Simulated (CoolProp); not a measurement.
n-perfluoropentane along the isotherm 459.5 K: Z from the reference equation and from simpler models built on Tc = 421.0 K, pc = 2.063 MPa, ω = 0.436; each cubic takes its own stable root.

The numbers come from the reference Helmholtz-energy equation of state, Gao 2022 in CoolProp.

```csv
p (MPa),phase,reference
0.667,gas,0.9160
1.33,gas,0.8226
2,gas,0.7163
2.67,supercritical,0.5979
3.33,supercritical,0.4800
4,supercritical,0.4173
4.67,supercritical,0.4185
5.33,supercritical,0.4406
6,supercritical,0.4701
6.67,supercritical,0.5026
7.33,supercritical,0.5358
8,supercritical,0.5703
8.67,supercritical,0.6050
9.33,supercritical,0.6393
10,supercritical,0.6742
```

### Question
How far does each simpler model (Redlich-Kwong, Peng-Robinson) lie from the reference over these 15 states: mean and median of the absolute difference, and the worst?

### Answer
- Redlich-Kwong: mean 4.3 %, median 4.4 %, worst -10.1 % at 459.5 K and 3.33 MPa
- Peng-Robinson: mean 2.8 %, median 2.1 %, worst +7.8 % at 459.5 K and 4 MPa
